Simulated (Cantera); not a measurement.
Feed: 1 mol c-C4F8, held at 13.3 mbar.

These are equilibrium values from Cantera (NASA tables, ideal gas, pure condensed phases), not measurements of a reactor. Candidate condensed phases: C; 13 gas species. The feed counts by its element totals alone. Gases not in the tables: C2F6 and larger saturated fluorocarbons. The numbers say what is thermodynamically allowed, not how fast it happens.

What share of the C ends up in condensed phases as a function of T (°C), at 2127, 2202, 2277, 2352, 2427, 2502, 2577, 2652, 2727, 2802, 2877, 2952?


```
T (°C)  C condensed (%)           as
------  ---------------  -----------
2127               33.1  C(graphite)
2202               35.9  C(graphite)
2277               41.9  C(graphite)
2352               49.2  C(graphite)
2427               56.2  C(graphite)
2502               61.5  C(graphite)
2577               64.3  C(graphite)
2652               63.0  C(graphite)
2727               55.0  C(graphite)
2802               34.0  C(graphite)
2877                0.0            -
2952                0.0            -
```
